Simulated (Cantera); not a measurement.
Feed: 1 mol Si₂Cl₆, 17 mol N₂, 11 mol NH₃, held at 21.0 Pa.

Method: chemical equilibrium by Gibbs-energy minimisation in Cantera with the NASA 1993 tables (ideal gas, pure condensed phases). Candidate condensed phases: NH₄Cl, Si, Si₃N₄; 28 gas species. The feed counts by its element totals alone. The tables' values for SiCl, SiN, SiCl₃ are old estimates; treat these amounts as uncertain. The numbers say what is thermodynamically allowed, not how fast it happens.

log p: log10 of the partial pressure in bar; n: condensed amount in mol.

```csv
T (K),log p N₂,log p H₂,log p H,log p HCl,log p SiCl₂,log p Si,log p Cl,n Si(s),n Si(l)
1648,-3.95,-4.12,-6.11,-4.88,-5.08,-6.59,-6.97,0.273,0
1723,-3.95,-4.13,-5.80,-4.88,-5.09,-6.01,-6.67,0,0.121
1798,-3.96,-4.14,…,-4.84,…,…,…,0,0
1873,-3.96,-4.16,-5.27,-4.77,-5.28,-5.41,-6.00,0,0
1948,-3.97,-4.19,…,-4.72,…,…,…,0,0
2023,-3.98,-4.23,-4.84,-4.70,-5.73,-5.17,-5.44,0,0
2098,-4.00,-4.27,-4.65,-4.72,-6.07,-5.12,-5.23,0,0
```

Task: Some entries are withheld; supply them.

Result: 
- 1798, log p H: -5.52
- 1798, log p SiCl₂: -5.16
- 1798, log p Si: -5.63
- 1798, log p Cl: -6.33
- 1948, log p H: -5.04
- 1948, log p SiCl₂: -5.47
- 1948, log p Si: -5.26
- 1948, log p Cl: -5.70
